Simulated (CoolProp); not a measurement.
Saturated liquid density (kg/m³) of ethylene: the reference equation beside estimates from Tc = 9.2 °C, pc = 5042 kPa, ω = 0.087. Rackett uses Z = 0.29056 − 0.08775 ω.

Computed with CoolProp (reference Helmholtz-energy equation of state, Smukala 2000).

```
T (°C)  reference  Rackett  van der Waals
------  ---------  -------  -------------
-69.45      515.2    511.4          337.3
-62.95      504.2    500.6          330.0
-56.45      492.7    489.3          322.2
-49.95      480.7    477.5          314.0
-43.35      467.8    464.9          305.2
-36.85      454.3    451.6          295.9
-30.35      439.7    437.4          285.9
-23.75      423.6    421.7          274.9
-17.25      405.9    404.5          262.8
-10.75      385.6    384.9          249.1
-4.25       361.2    361.4          233.0
```

Absolute difference from the reference over all 11 rows, mean and median: Rackett 0.5 and 0.6 %, van der Waals 34.9 and 34.9 %.
